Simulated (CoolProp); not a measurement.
Nitrous oxide along the isobar 17.5 MPa: fugacity coefficient from the reference equation and from simpler models built on Tc = 309.5 K, pc = 7.245 MPa, ω = 0.161; each cubic takes its own stable root.

Computed with CoolProp (reference Helmholtz-energy equation of state, Lemmon 2006). It is a short technical equation, of lower accuracy than the large ones.

```
T (K)          phase  reference
-----  -------------  ---------
230           liquid    0.06083
264.5         liquid     0.1553
299.1         liquid     0.2957
333.7  supercritical     0.4575
368.3  supercritical     0.6017
402.9  supercritical     0.7065
437.5  supercritical     0.7819
```

Task: How far does each simpler model (Redlich-Kwong, Soave-Redlich-Kwong) lie from the reference over these 7 states: mean and median of the absolute difference, and the worst?

Result: 
- Redlich-Kwong: mean 7.8 %, median 2.5 %, worst +25.2 % at 230 K and 17.5 MPa
- Soave-Redlich-Kwong: mean 4.1 %, median 3.9 %, worst +5.0 % at 299.1 K and 17.5 MPa
